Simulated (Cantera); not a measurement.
An isothermal, constant-pressure homogeneous reactor starts with C2H6 : N2 : H2O = 1 : 94 : 4.9 (molar parts), at 1875 K and 760 Torr.

Detailed kinetics in Cantera: GRI-Mech 3.0 (53 species, 325 reactions).

One state of this run: x C2H6 = 6.81e-5; x C2H2 = 0.00509; x C2H = 1.49e-6; x HCN = 1.90e-5; x C2H4 = 0.00255; x CH2 = 1.89e-5; x H2 = 0.0132. x: mole fraction; the columns are a selection and need not sum to one.

Q: Which value of t (s) does it belong to?
A. 0.00206
B. 0.000203
C. 4.33e-5
D. 0.0454

A: C, 4.33e-5
